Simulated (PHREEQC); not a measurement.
1 kg of water holding 120 mmol/kgw KCl and 3.4 mmol/kgw K2SO4 is evaporated at 25 °C; the solids stay in contact with the brine. The system is closed to CO2. Solids allowed: Arcanite, Misenite, Sylvite. Others were left out.

All values are PHREEQC results (Pitzer model, pitzer.dat), not measurements.

```tsv
water left (kg)	ionic strength	water activity	Sylvite (mol)	Arcanite (mol)	Cl in solution (mol/kgw)	K in solution (mol/kgw)	S in solution (mol/kgw)
1	0.130	0.996	0	0	0.120	0.127	0.00340
0.5552	0.235	0.993	0	0	0.216	0.228	0.00612
0.375	0.347	0.989	0	0	0.320	0.338	0.00907
0.2082	0.625	0.981	0	0	0.576	0.609	0.0163
0.1156	1.13	0.966	0	0	1.04	1.10	0.0294
0.06418	2.03	0.939	0	0	1.87	1.98	0.0530
0.04335	3.00	0.909	0	0	2.77	2.92	0.0784
0.02407	4.98	0.842	0.00605	0.00146	4.73	4.90	0.0807
0.01337	4.98	0.842	0.0567	0.00232	4.73	4.90	0.0807
0.00903	4.98	0.842	0.0773	0.00267	4.73	4.90	0.0807
0.005012	4.98	0.842	0.0963	0.00300	4.73	4.90	0.0807
```

Arcanite from water left = 0.0293 kg; Sylvite from water left = 0.02407 kg.
